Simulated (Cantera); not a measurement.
Charge: 1 mol SiCl4, 1.5 mol O3, 0.78 mol H2, equilibrated at 1825 K and 0.00260 bar.

Method: chemical equilibrium by Gibbs-energy minimisation in Cantera with the NASA 1993 tables (ideal gas, pure condensed phases). Candidate condensed phases: H2O, Si, SiO2; 30 gas species. The tables hold silica as quartz up to 1696 K and as liquid above; real silica turns to tridymite and cristobalite and melts near 1996 K. Kinetics and transport are ignored.

Base state: Cl 0.468, HCl 0.285, O2 0.234, H2O 0.00583, Cl2 0.00453, O 0.00146, OH 0.000880, ClO 0.000201 (mole fractions); condensed: SiO2(condensed).

Question: What changes in the equilibrium state with this change: temperature from 1825 K to 1625 K?

Answer: 
| species | before | after |
|---|---|---|
| Cl | 0.468 | 0.423 |
| HCl | 0.285 | 0.302 |
| O2 | 0.234 | 0.244 |
| Cl2 | 0.00453 | 0.0288 |
| H | 3.46e-5 | 1.07e-6 |
| H2 | 1.60e-5 | 6.03e-7 |
| O | 0.00146 | 0.000188 |
| SiO2(condensed), mol | 1.000 | 0 |
| SiO2(β-quartz), mol | 0 | 1.00 |
